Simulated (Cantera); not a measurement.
## Thermodynamics of silicon carbide growth, feed CH3SiH3 + HCl + H2

Feed: 1 mol CH3SiH3, 0.073 mol HCl, 3.3 mol H2, equilibrated at 1250 °C and 0.0560 bar.

Cantera equilibrium calculation (NASA polynomials, part measured and part estimated; ideal gas, pure solids and liquids). Candidate condensed phases: C, C6H6, C7H8, C8H18, Si, SiC; 109 gas species. The feed counts by its element totals alone. Kinetics and transport are ignored.

| Quantity | Result |
|---|---|
| x(H2) | 0.988 |
| x(HCl) | 0.0114 |
| x(H) | 9.73e-5 |
| x(SiCl2) | 2.09e-5 |
| x(CH4) | 2.06e-5 |
| n(SiC(s)) | 1.000 mol |
| gas amount | 6.373 mol |
| log10 activity of C(graphite) (absent) | -0.79 |
| log10 activity of Si(s) (absent) | -1.31 |
